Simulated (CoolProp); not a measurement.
Saturation properties of ammonia (Tc = 132.4 °C, pc = 11.36 MPa, ω = 0.256).

The numbers come from the reference Helmholtz-energy equation of state, Gao 2020 in CoolProp.

| T (°C) | p (MPa) | liquid density (kg/m³) | vapour Z |
|---|---|---|---|
| 8.55 | 0.5846 | 626.8 | 0.9167 |
| 16.65 | 0.7689 | 615.3 | 0.9010 |
| 24.85 | 0.9981 | 603.2 | 0.8834 |
| 33.05 | 1.276 | 590.6 | 0.8638 |
| 41.25 | 1.609 | 577.6 | 0.8422 |
| 49.45 | 2.004 | 563.9 | 0.8186 |
| 57.65 | 2.468 | 549.6 | 0.7926 |
| 65.85 | 3.008 | 534.4 | 0.7642 |
| 73.95 | 3.623 | 518.4 | 0.7335 |
| 82.15 | 4.338 | 501.0 | 0.6995 |
| 90.35 | 5.153 | 482.0 | 0.6618 |
| 98.55 | 6.079 | 460.8 | 0.6199 |
| 106.75 | 7.126 | 436.6 | 0.5722 |
| 114.95 | 8.307 | 407.3 | 0.5163 |

It boils at -33.3 °C under 1 atm.
